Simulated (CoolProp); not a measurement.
Values from CoolProp's reference Helmholtz-energy equation of state, Setzmann 1991.

Problem. Give the vapour pressure (bar), vapour density (kg/m³), liquid cp (kJ/(kg K)), surface tension (mN/m) of saturated methane at 150.6 K.

Solution. 
| T (K) | p (bar) | vapour density (kg/m³) | liquid cp (kJ/(kg K)) | surface tension (mN/m) |
|---|---|---|---|---|
| 150.6 | 10.7 | 16.8 | 4.07 | 5.68 |

Surface tension comes from a separate correlation (Mulero 2012).
